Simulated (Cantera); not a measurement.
An isothermal, constant-pressure homogeneous reactor starts with C2H6 : H2 = 1 : 1.5 (molar parts), at 1725 K and 0.0267 bar.

Computed with Cantera and GRI-Mech 3.0 (53 species, 325 reactions). GRI-Mech 3.0 stops at C3 and has no aromatics, soot or wall deposition, so with more carbon than oxygen in the feed, carbon stays in small species such as C2H2 where larger ones or solid carbon would form. Radical loss at walls, strong at low pressure, is not modelled.

x: mole fraction; the columns are a selection and need not sum to one.

```
t (s)       x C2H6   x H2   x C2H2    x CH2     x CH3
--------  --------  -----  -------  -------  --------
3.00e-5      0.324  0.584  7.83e-5  3.44e-5    0.0403
9.53e-5      0.139  0.551  0.00571  6.95e-5    0.0728
0.000302       ___  0.551      ___      ___       ___
0.000960  0.000809  0.592    0.112  8.40e-6    0.0103
0.00305   0.000207  0.618    0.144  2.63e-6   0.00439
0.00968   0.000103  0.638    0.164  1.54e-6   0.00297
0.0307     7.04e-5  0.667    0.178  1.40e-6   0.00250
0.0976     2.74e-5  0.712    0.196  1.07e-6   0.00161
0.310      5.07e-6  0.752    0.212  6.62e-7  0.000728
0.984      4.81e-7  0.770    0.219  2.84e-7  0.000235
3.12       4.30e-8  0.775    0.221  9.26e-8   6.94e-5
9.92       9.50e-9  0.776    0.222  3.86e-8   2.82e-5
31.5       7.41e-9  0.776    0.222  3.21e-8   2.34e-5
100        7.40e-9  0.776    0.222  3.20e-8   2.33e-5
```

Complete the blanks.


- 0.000302, x C2H6: 0.00836
- 0.000302, x C2H2: 0.0578
- 0.000302, x CH2: 3.48e-5
- 0.000302, x CH3: 0.0348
